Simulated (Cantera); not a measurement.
A perfectly stirred reactor is fed with 15.0 % CO, 16.6 % H₂, 14.4 % O₂, 54.0 % N₂, equivalence ratio 1.1, at 4.93 atm; it is adiabatic with a 548 K inlet, and is followed from long to short residence time, starting on the burning branch (τ in s: 0.03, 0.013, 0.0054, 0.0023, 0.00099, 0.00042, 0.00018, 7.7e-05, 3.3e-05, 1.4e-05).

Model: GRI-Mech 3.0 (53 species, 325 reactions), integrated in Cantera. The hydrogen kinetics of GRI-Mech 3.0 are dated; newer H2 mechanisms differ, most at raised pressure.

Problem. Predict: blow-out, bracketed by the residence times tried; x(CO) at τ = 30.0 ms; x(H₂) at τ = 30.0 ms; x(O₂) at τ = 30.0 ms; x(H₂O) at τ = 30.0 ms; x(H) at τ = 30.0 ms; x(CO) at τ = 0.420 ms; x(H₂) at τ = 0.420 ms; x(O₂) at τ = 0.420 ms; x(H₂O) at τ = 0.420 ms; x(H) at τ = 0.420 ms.

Solution. 
```
Property                                                                          Result
------------------------------------------------  --------------------------------------
blow-out, bracketed by the residence times tried  burning at 14.0 µs, the shortest tried
x(CO) at τ = 30.0 ms                                                              0.0420
x(H₂) at τ = 30.0 ms                                                             0.00892
x(O₂) at τ = 30.0 ms                                                             0.00564
x(H₂O) at τ = 30.0 ms                                                              0.178
x(H) at τ = 30.0 ms                                                              0.00146
x(CO) at τ = 0.420 ms                                                             0.0516
x(H₂) at τ = 0.420 ms                                                             0.0118
x(O₂) at τ = 0.420 ms                                                             0.0125
x(H₂O) at τ = 0.420 ms                                                             0.171
x(H) at τ = 0.420 ms                                                             0.00339
```
